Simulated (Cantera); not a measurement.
## PbCl2 + H2 (halide evaporation, hydrolysis and transport)

Input: 1 mol PbCl2, 29 mol H2, held at 1050 K and 75.0 Torr.

These are equilibrium values from Cantera (NASA tables, ideal gas, pure condensed phases), not measurements of a reactor. Candidate condensed phases: Pb, PbCl2; 10 gas species. Rates play no part.

x(H2): 0.935
x(HCl): 0.0597
x(PbCl): 0.00261
x(PbCl2): 0.00210
x(Pb): 0.000465
x(PbCl4): 5.22e-6
n(Pb(l)): 0.844 mol
gas amount: 30.05 mol
